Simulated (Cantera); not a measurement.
Gas mixture: O2 = 0.82 (molar parts), at 220 Pa, frozen composition.

Cantera's kinetic-theory transport with the Lennard-Jones parameters of GRI-Mech 3.0, ideal gas; thermal conductivity in the multicomponent form.

D: mixture-averaged diffusion coefficient of that species in the mixture.

```json
[
 {"T (K)": "400", "ρ (kg/m³)": "0.00212", "cp (J/kg/K)": "941.4", "μ (µPa s)": "25.6", "λ (mW/m/K)": "33.9", "Pr": "0.712", "D (cm²/s) N2": "159", "D (cm²/s) O": "250", "D (cm²/s) CH3": "174"},
 {"T (K)": "500", "ρ (kg/m³)": "0.00169", "cp (J/kg/K)": "971.4", "μ (µPa s)": "30.0", "λ (mW/m/K)": "41.1", "Pr": "0.711", "D (cm²/s) N2": "233", "D (cm²/s) O": "367", "D (cm²/s) CH3": "257"},
 {"T (K)": "600", "ρ (kg/m³)": "0.00141", "cp (J/kg/K)": "1003", "μ (µPa s)": "34.1", "λ (mW/m/K)": "48.1", "Pr": "0.710", "D (cm²/s) N2": "318", "D (cm²/s) O": "499", "D (cm²/s) CH3": "352"},
 {"T (K)": "700", "ρ (kg/m³)": "0.00121", "cp (J/kg/K)": "1031", "μ (µPa s)": "37.8", "λ (mW/m/K)": "54.9", "Pr": "0.710", "D (cm²/s) N2": "413", "D (cm²/s) O": "647", "D (cm²/s) CH3": "457"},
 {"T (K)": "800", "ρ (kg/m³)": "0.00106", "cp (J/kg/K)": "1055", "μ (µPa s)": "41.4", "λ (mW/m/K)": "61.5", "Pr": "0.710", "D (cm²/s) N2": "517", "D (cm²/s) O": "809", "D (cm²/s) CH3": "573"},
 {"T (K)": "900", "ρ (kg/m³)": "0.000941", "cp (J/kg/K)": "1074", "μ (µPa s)": "44.7", "λ (mW/m/K)": "67.7", "Pr": "0.709", "D (cm²/s) N2": "629", "D (cm²/s) O": "985", "D (cm²/s) CH3": "699"},
 {"T (K)": "1000", "ρ (kg/m³)": "0.000847", "cp (J/kg/K)": "1090", "μ (µPa s)": "47.9", "λ (mW/m/K)": "73.7", "Pr": "0.709", "D (cm²/s) N2": "…", "D (cm²/s) O": "…", "D (cm²/s) CH3": "…"},
 {"T (K)": "1100", "ρ (kg/m³)": "0.000770", "cp (J/kg/K)": "1103", "μ (µPa s)": "51.0", "λ (mW/m/K)": "79.4", "Pr": "0.709", "D (cm²/s) N2": "…", "D (cm²/s) O": "…", "D (cm²/s) CH3": "…"},
 {"T (K)": "1200", "ρ (kg/m³)": "0.000706", "cp (J/kg/K)": "1114", "μ (µPa s)": "54.0", "λ (mW/m/K)": "84.9", "Pr": "0.708", "D (cm²/s) N2": "1020", "D (cm²/s) O": "1590", "D (cm²/s) CH3": "1130"}
]
```

Task: What belongs in the gaps?

Result: 
- 1000, D (cm²/s) N2: 750
- 1000, D (cm²/s) O: 1170
- 1000, D (cm²/s) CH3: 834
- 1100, D (cm²/s) N2: 880
- 1100, D (cm²/s) O: 1380
- 1100, D (cm²/s) CH3: 979
